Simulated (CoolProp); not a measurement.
The fluid at 293.15 K and 13.8 MPa expands adiabatically to 2.26 MPa with isentropic efficiency 0.7. The same conditions are run with several fluids, on thermodynamics alone (safety and materials aside).

Model: reference Helmholtz-energy equation of state of each fluid (methane: Setzmann 1991; carbon monoxide: Lemmon 2006; normal hydrogen: Leachman 2009; nitrogen: Span 2000; C2F6 (R116): Lemmon 2006), in CoolProp.

```json
[
 {"fluid": "methane", "work (kJ/kg)": "116", "final temperature (K)": "196.5", "final phase": "gas", "final density (kg/m³)": "26.7"},
 {"fluid": "carbon monoxide", "work (kJ/kg)": "79.7", "final temperature (K)": "199.0", "final phase": "gas", "final density (kg/m³)": "40.6"},
 {"fluid": "normal hydrogen", "work (kJ/kg)": "1240", "final temperature (K)": "209.3", "final phase": "supercritical", "final density (kg/m³)": "2.58"},
 {"fluid": "nitrogen", "work (kJ/kg)": "81.0", "final temperature (K)": "200.3", "final phase": "gas", "final density (kg/m³)": "39.9"},
 {"fluid": "C2F6 (R116)", "work (kJ/kg)": "6.86", "final temperature (K)": "280.7", "final phase": "liquid", "final density (kg/m³)": "1050"}
]
```
